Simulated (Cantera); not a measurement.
Feed: 1 mol Si3N4, 0.002 mol Si, 0.19 mol N2, 0.43 mol C, at 79.0 Pa.

Cantera equilibrium calculation (NASA polynomials, part measured and part estimated; ideal gas, pure solids and liquids). Candidate condensed phases: C, Si, SiC, Si3N4; 20 gas species. Mutual solubility and eutectic melting of coexisting phases are not modelled. The tables' values for SiN are old estimates; treat these amounts as uncertain. Equilibrium is a limit: real reactors are often held back by kinetics, nucleation or transport.

x: gas mole fraction; n: condensed amount in mol.

| T (K) | x N2 | x Si | x Si2C | x Si2 | x SiC2 | x Si2N | n SiC(s) | n Si3N4(s) | n Si(s) | n Si(l) |
|---|---|---|---|---|---|---|---|---|---|---|
| 1625 | 1.000 | 0.000143 | 5.38e-7 | 2.89e-7 | 1.82e-10 | [?] | 0.430 | 0.857 | 0 | 0 |
| 1675 | 0.999 | 0.000549 | 2.84e-6 | 2.14e-6 | 6.59e-10 | [?] | 0.430 | 0 | 2.57 | 0 |
| 1725 | 0.999 | 0.00128 | 8.99e-6 | 6.13e-6 | 3.36e-9 | [?] | 0.430 | 0 | 0 | 2.57 |
| 1775 | 0.997 | 0.00278 | 2.58e-5 | 1.56e-5 | 1.61e-8 | [?] | 0.430 | 0 | 0 | 2.57 |
| 1825 | 0.994 | 0.00576 | 6.97e-5 | 3.75e-5 | 7.04e-8 | [?] | 0.430 | 0 | 0 | 2.56 |
| 1875 | 0.988 | 0.0115 | 0.000178 | 8.61e-5 | 2.85e-7 | [?] | 0.430 | 0 | 0 | 2.54 |
| 1925 | 0.977 | 0.0220 | 0.000434 | 0.000189 | 1.07e-6 | [?] | 0.429 | 0 | 0 | 2.52 |
| 1975 | 0.957 | 0.0409 | 0.00101 | 0.000399 | 3.75e-6 | [?] | 0.428 | 0 | 0 | 2.47 |
| 2025 | 0.922 | 0.0737 | 0.00224 | 0.000811 | 1.24e-5 | [?] | 0.425 | 0 | 0 | 2.38 |
| 2075 | 0.863 | 0.129 | 0.00479 | 0.00159 | 3.83e-5 | [?] | 0.418 | 0 | 0 | 2.22 |
| 2125 | 0.764 | 0.220 | 0.00987 | 0.00302 | 0.000113 | [?] | 0.401 | 0 | 0 | 1.88 |
| 2175 | 0.605 | 0.365 | 0.0196 | 0.00557 | 0.000315 | [?] | 0.357 | 0 | 0 | 1.12 |
| 2225 | 0.463 | 0.494 | 0.0315 | 0.00690 | 0.00101 | [?] | 0.272 | 0 | 0 | 0 |
| 2275 | 0.458 | 0.493 | 0.0370 | 0.00476 | 0.00409 | [?] | 0.214 | 0 | 0 | 0 |

Problem. Fill in the missing entries.

Solution. 
- 1625, x Si2N: 3.78e-6
- 1675, x Si2N: 1.83e-5
- 1725, x Si2N: 3.53e-5
- 1775, x Si2N: 6.15e-5
- 1825, x Si2N: 0.000104
- 1875, x Si2N: 0.000170
- 1925, x Si2N: 0.000271
- 1975, x Si2N: 0.000418
- 2025, x Si2N: 0.000626
- 2075, x Si2N: 0.000905
- 2125, x Si2N: 0.00125
- 2175, x Si2N: 0.00160
- 2225, x Si2N: 0.00137
- 2275, x Si2N: 0.000748
